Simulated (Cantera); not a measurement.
Feed: 1 mol Si3N4, 1.6 mol HCl, 210 mol H2, held at 875 °C and 960 Pa.

Method: chemical equilibrium by Gibbs-energy minimisation in Cantera with the NASA 1993 tables (ideal gas, pure condensed phases). Candidate condensed phases: NH4Cl, Si, Si3N4; 28 gas species. Kinetics and transport are ignored.

Base state: H2 0.992, HCl 0.00752, SiCl2 1.62e-5, N2 1.19e-5 (mole fractions); condensed: Si3N4(s).

Q: What changes in the equilibrium state with this change: temperature from 875 °C to 1327 °C?

A: 
```json
[
 {"species": "H2", "before": "0.992", "after": "0.983"},
 {"species": "N2", "before": "1.19e-5", "after": "0.00936"},
 {"species": "HCl", "before": "0.00752", "after": "0.00713"},
 {"species": "H", "before": "7.31e-7", "after": "0.000550"},
 {"species": "SiCl2", "before": "1.62e-5", "after": "0.000178"},
 {"species": "Si", "before": "<1e-9", "after": "1.02e-5"},
 {"species": "Si3N4(s), mol", "before": "0.999", "after": "0"},
 {"species": "Si(s), mol", "before": "0", "after": "2.96"}
]
```

Q: What changes in the equilibrium state with this change: temperature from 875 °C to 1825 °C?

A: 
```tsv
species	before	after
H2	0.992	0.940
H	7.31e-7	0.0305
Si	<1e-9	0.0122
SiH	<1e-9	0.000630
SiCl	<1e-9	0.000158
SiH2	<1e-9	0.000152
Si2	<1e-9	0.000141
Si3N4(s), mol	0.999	0
```
The tables' values for SiCl, SiN are old estimates; treat these amounts as uncertain. Gases not in the tables: Si2H6 and higher silanes.
